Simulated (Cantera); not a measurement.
Feed: 1 mol CuO, 0.88 mol CO, 1.1 mol H₂, 0.32 mol C, held at 0.250 bar.

These are equilibrium values from Cantera (NASA tables, ideal gas, pure condensed phases), not measurements of a reactor. Candidate condensed phases: C, C₆H₆, C₇H₈, C₈H₁₈, Cu, CuO, Cu(OH)₂, Cu₂O, H₂O; 113 gas species. Equilibrium is a limit: real reactors are often held back by kinetics, nucleation or transport.

**Question.** What share of the Cu ends up in condensed phases as a function of T (K), at 900, 1100, 1300, 1500, 1700, 1900, 2100?

**Answer.** 
```
T (K)  Cu condensed (%)     as
-----  ----------------  -----
900               100.0  Cu(s)
1100              100.0  Cu(s)
1300              100.0  Cu(s)
1500              100.0  Cu(l)
1700               99.9  Cu(l)
1900               98.5  Cu(l)
2100               89.9  Cu(l)
```
